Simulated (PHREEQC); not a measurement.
1.3 g of hydrous ferric oxide (600 m²/g; 0.2 weak and 0.005 strong sites per Fe, Dzombak-Morel constants, diffuse double layer) in 1 kg of water with 0.005 mol/kgw of an inert sodium salt and 0.0014 mol ZnCl2, at 25 °C; the pH is set by adding NaOH or the inert anion's acid. Oxygen alone is held at its pressure in air (log pO2 = -0.68). No CO2 enters from the air. Precipitation was switched off in this run.

Base run: PHREEQC, ion-association model, wateq4f.dat. Each further column changes one thing. The table gives surface charge σ (C/m²).

| pH | base | background salt from 0.005 to 0.0005 mol/kgw | oxide from 1.3 to 6.5 g/kgw | 0.0097 mol/kgw CaCl2 added |
|---|---|---|---|---|
| 3 | 0.326 | 0.308 | 0.337 | 0.354 |
| 4.5 | 0.159 | 0.133 | 0.170 | 0.226 |
| 5.5 | 0.077 | 0.060 | 0.078 | 0.123 |
| 7 | 0.035 | 0.025 | 0.019 | 0.063 |
| 8.5 | 0.014 | 0.010 | -0.002 | 0.030 |
| 9.5 | 0.002 | 0.001 | -0.017 | 0.019 |
| 11 | -0.020 | -0.015 | -0.083 | 0.009 |

In at least one series the solution becomes supersaturated in solids that the run did not let form, among them Zn(OH)2-e. The oxide is taken as insoluble; below pH 4 it would dissolve.
